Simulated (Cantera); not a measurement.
A closed system holds: 1 mol BN, 3.7 mol O2, 66 mol H2, 72 mol HCl, held at 1050 °C.

Method: chemical equilibrium by Gibbs-energy minimisation in Cantera with the NASA 1993 tables (ideal gas, pure condensed phases). Candidate condensed phases: B, BN, B2O3, B3O3H3, H2O, NH4Cl; 49 gas species. Gases not in the tables: H3BO3. Equilibrium is a limit: real reactors are often held back by kinetics, nucleation or transport.

Problem. Which condensed phases are stable at each of these points (P (Pa)): 1, 3.60, 13, 46, 170, 600, 2200, 7700, 28000, 100000?

Solution. 
| P (Pa) | condensed phases | B condensed (%) |
|---|---|---|
| 1 | gas only | 0.0 |
| 3.60 | gas only | 0.0 |
| 13 | gas only | 0.0 |
| 46 | gas only | 0.0 |
| 170 | gas only | 0.0 |
| 600 | gas only | 0.0 |
| 2200 | B2O3(l) | 23.4 |
| 7700 | B2O3(l) | 58.0 |
| 28000 | B2O3(l) | 76.8 |
| 100000 | B2O3(l) | 85.7 |

From 1.00 Pa to 600 Pa nothing is condensed. From 2200 Pa to 100000 Pa the condensed part is B2O3(l).
